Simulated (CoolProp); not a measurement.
Computed with CoolProp (reference Helmholtz-energy equation of state, Thol 2019).

Q: For n-hexane, give the phase and the Z, Joule-Thomson coefficient (K/MPa), expansivity (1/kK), conductivity (mW/(m K)) at 224.5 K and 8280 kPa; 234.5 K and 8280 kPa; 333.9 K and 8280 kPa.

A: 
- 224.5 K and 8280 kPa: liquid; Z 0.528, Joule-Thomson coefficient -0.510, expansivity 1.13, conductivity 149
- 234.5 K and 8280 kPa: liquid; Z 0.511, Joule-Thomson coefficient -0.500, expansivity 1.14, conductivity 145
- 333.9 K and 8280 kPa: liquid; Z 0.406, Joule-Thomson coefficient -0.352, expansivity 1.39, conductivity 114

Thermal conductivity comes from a separate model (Assael 2013).
